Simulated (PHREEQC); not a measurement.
Solution (88 °C): 1.3 mmol/kgw H3AsO4, 0.24 mmol/kgw NaOH and 21 mmol/kgw FeCl3. Closed to the air; pH follows from the charge balance.

Computed with PHREEQC (ion-association model, wateq4f.dat).

```tsv
quantity	before	after
pH	1.92	2.36
ionic strength (mol/kgw)	0.0908	0.0164
Cl- (mol/kgw)	0.0577	0.0124
FeOH+2 (mol/kgw)	0.00870	0.00276
Fe2(OH)2+4 (mol/kgw)	0.00224	7.95e-5
SI of Hematite (Fe2O3)	+12.29	+13.50
```

Task: Name the change that produced these shifts.
A. diluted 100-fold with water
B. NaOH left out
C. 0.00029 mol/kgw KOH added
D. H3AsO4 left out
E. diluted 5-fold with water

Result: E, diluted 5-fold with water

This is a speciation only: nothing precipitates in the calculation. Some of these states are supersaturated (in Hematite (slow to form), Goethite (slow to form), for instance). The database's scorodite may be far more soluble than the real mineral, and it has no iron arsenate complexes; the constant wasn't checked at its source. Constants without temperature data keep their 25 °C values here.
